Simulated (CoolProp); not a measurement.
R22 at 298.15 K and 0.44 MPa is throttled through a valve to 0.111 MPa with no heat exchange. Each further row changes one setting.

The numbers come from the reference Helmholtz-energy equation of state, Kamei 1995 in CoolProp.

```
case                        temperature change (K)  final density (kg/m³)
--------------------------  ----------------------  ---------------------
as stated                                     -7.6                   4.04
outlet pressure 0.0333 MPa                    -9.4                   1.21
outlet pressure 0.144 MPa                     -6.8                   5.26
```
